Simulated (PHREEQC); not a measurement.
Consider water at 84 °C with 19 mmol/kgw KH2PO4 and 8.5 mmol/kgw K2HPO4. Closed to the air; pH follows from the charge balance.

Model: ion-association model, phreeqc.dat, run in PHREEQC.

Precipitation was switched off in this run.

**Question.** Estimate the pH, ionic strength.

**Answer.** pH 6.46; ionic strength 0.0440 mol/kgw.

**Question.** In which forms is P present?

**Answer.** H2PO4- 69 %, HPO4-2 30 %, KHPO4- 0.9 % of the P.

Complexes and solids missing from the database can't appear. Constants without temperature data keep their 25 °C values here.
